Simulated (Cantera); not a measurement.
Charge: 1 mol Fe₃O₄, 0.49 mol C, 1.6 mol N₂, equilibrated at 2600 K and 28.5 Torr.

Equilibrium computed with Cantera from the NASA thermochemical tables; the gas is ideal and each condensed phase is pure. Candidate condensed phases: C, Fe, Fe(CO)₅, FeO, Fe₂O₃, Fe₃O₄; 27 gas species. The tables' stoichiometric FeO is somewhat more stable than real wüstite, so its field is too wide. FeO: taken at fixed stoichiometry. The numbers say what is thermodynamically allowed, not how fast it happens.

Base state: N₂ 0.527, Fe 0.129, O₂ 0.0855, CO 0.0847, CO₂ 0.0788, FeO 0.0462, O 0.0349, NO 0.0142 (mole fractions); condensed: FeO(l).

What changes in the equilibrium state with this change: Fe₃O₄ replaced by PbO?


| species | before | after |
|---|---|---|
| N₂ | 0.527 | 0.488 |
| Pb | 0 | 0.284 |
| CO | 0.0847 | 0.0988 |
| Fe | 0.129 | 0 |
| O₂ | 0.0855 | 0.0271 |
| FeO | 0.0462 | 0 |
| PbO | 0 | 0.0234 |
| NO | 0.0142 | 0.00769 |
| O | 0.0349 | 0.0197 |
| CO₂ | 0.0788 | 0.0517 |
| FeO(l), mol | 2.48 | 0 |
Gases not in the tables: (PbO)n polymers. Further candidate phases: Pb, PbO, PbO₂, Pb₃O₄.

What changes in the equilibrium state with this change: temperature from 2600 K to 1598 K?


```json
[
 {"species": "N₂", "before": "0.527", "after": "0.766"},
 {"species": "CO₂", "before": "0.0788", "after": "0.223"},
 {"species": "CO", "before": "0.0847", "after": "0.0110"},
 {"species": "Fe", "before": "0.129", "after": "2.08e-7"},
 {"species": "FeO", "before": "0.0462", "after": "7.53e-8"},
 {"species": "O", "before": "0.0349", "after": "1.47e-7"},
 {"species": "O₂", "before": "0.0855", "after": "4.11e-6"},
 {"species": "NO", "before": "0.0142", "after": "8.36e-6"},
 {"species": "FeO(l), mol", "before": "2.48", "after": "0"},
 {"species": "FeO(s), mol", "before": "0", "after": "2.87"},
 {"species": "Fe₃O₄(s), mol", "before": "0", "after": "0.0429"}
]
```
Mutual solubility and eutectic melting of coexisting phases are not modelled.
